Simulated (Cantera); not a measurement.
Input (Python, Cantera) and output of one run.

```python
import numpy as np
import cantera as ct

gas_names = """
    CL CL2 Fe FeCL FeCL2 FeCL3 Fe2CL4 Fe2CL6 N N2
""".split()
cond_names = """
    Fe(a) Fe(c) Fe(d) Fe(L) FeCL2(s) FeCL2(L) FeCL3(s) FeCL3(L)
""".split()


# ... load() reads the species with a 1 bar reference pressure and builds the phases ...
atoms = {
    'FeCl3': {'Fe': 1, 'CL': 3},
    'N2': {'N': 2},
}
top_T = {}  # K; cautious upper limits of use, not melting points


# ... equilibrate(T, P, feed) seeds the gas with the atoms and calls Mixture.equilibrate('TP', solver="vcs", rtol=1e-11, max_steps=5000) ...
results = []
feed = {'FeCl3': 1, 'N2': 1.1}  # mol
P = 550  # Pa
for T in [975, 1075, 1175, 1275, 1375, 1475, 1575, 1675, 1775, 1875, 1975, 2075]:
    mix = equilibrate(T, P, feed)
    results.append((T, P, feed, dict(zip(mix.species_names, mix.species_moles))))
    x = sorted(zip(gas.X, gas.species_names), reverse=True)
    print(f"T = {T:g} K  P = {P:g} Pa  gas = {mix.phase_moles(0):.4g} mol")
    print("   x: " + "  ".join(f"{s} {v:.3e}" for v, s in x if v > 1e-06))
    print("   condensed (mol): " + ("  ".join(f"{mix.phase(i).name} {mix.phase_moles(i):.4g}"
          for i in range(1, mix.n_phases) if mix.phase_moles(i) > 1e-12) or "none"))
```

Output:

```
T = 975 K  P = 550 Pa  gas = 2.171 mol
   x: N2 5.066e-01  FeCL3 3.846e-01  FeCL2 7.005e-02  CL2 3.517e-02  Fe2CL6 2.432e-03  CL 6.695e-04  Fe2CL4 4.780e-04
   condensed (mol): none
T = 1075 K  P = 550 Pa  gas = 2.262 mol
   x: N2 4.864e-01  FeCL3 3.011e-01  FeCL2 1.397e-01  CL2 6.829e-02  CL 3.889e-03  Fe2CL4 3.695e-04  Fe2CL6 3.142e-04
   condensed (mol): none
T = 1175 K  P = 550 Pa  gas = 2.378 mol
   x: N2 4.625e-01  FeCL2 2.187e-01  FeCL3 2.012e-01  CL2 1.018e-01  CL 1.557e-02  Fe2CL4 2.341e-04  Fe2CL6 3.919e-05
   condensed (mol): none
T = 1275 K  P = 550 Pa  gas = 2.512 mol
   x: N2 4.379e-01  FeCL2 2.822e-01  CL2 1.183e-01  FeCL3 1.156e-01  CL 4.584e-02  Fe2CL4 1.255e-04  Fe2CL6 4.470e-06
   condensed (mol): none
T = 1375 K  P = 550 Pa  gas = 2.66 mol
   x: N2 4.136e-01  FeCL2 3.177e-01  CL2 1.073e-01  CL 1.032e-01  FeCL3 5.818e-02  Fe2CL4 6.062e-05
   condensed (mol): none
T = 1475 K  P = 550 Pa  gas = 2.818 mol
   x: N2 3.904e-01  FeCL2 3.288e-01  CL 1.807e-01  CL2 7.408e-02  FeCL3 2.604e-02  Fe2CL4 2.833e-05
   condensed (mol): none
T = 1575 K  P = 550 Pa  gas = 2.954 mol
   x: N2 3.723e-01  FeCL2 3.278e-01  CL 2.506e-01  CL2 3.865e-02  FeCL3 1.060e-02  Fe2CL4 1.370e-05
   condensed (mol): none
T = 1675 K  P = 550 Pa  gas = 3.037 mol
   x: N2 3.622e-01  FeCL2 3.251e-01  CL 2.919e-01  CL2 1.659e-02  FeCL3 4.168e-03  Fe2CL4 7.159e-06
   condensed (mol): none
T = 1775 K  P = 550 Pa  gas = 3.074 mol
   x: N2 3.578e-01  FeCL2 3.236e-01  CL 3.102e-01  CL2 6.727e-03  FeCL3 1.691e-03  Fe2CL4 4.058e-06
   condensed (mol): none
T = 1875 K  P = 550 Pa  gas = 3.089 mol
   x: N2 3.561e-01  FeCL2 3.230e-01  CL 3.174e-01  CL2 2.818e-03  FeCL3 7.328e-04  FeCL 2.988e-06  Fe2CL4 2.459e-06  Fe 1.764e-06
   condensed (mol): none
T = 1975 K  P = 550 Pa  gas = 3.095 mol
   x: N2 3.554e-01  FeCL2 3.227e-01  CL 3.203e-01  CL2 1.258e-03  FeCL3 3.416e-04  Fe 2.376e-05  FeCL 1.561e-05  Fe2CL4 1.573e-06
   condensed (mol): none
T = 2075 K  P = 550 Pa  gas = 3.099 mol
   x: N2 3.549e-01  FeCL2 3.222e-01  CL 3.218e-01  CL2 6.019e-04  Fe 2.506e-04  FeCL3 1.704e-04  FeCL 6.960e-05  Fe2CL4 1.050e-06
   condensed (mol): none
```

Equilibrium computed with Cantera from the NASA thermochemical tables; the gas is ideal and each condensed phase is pure.
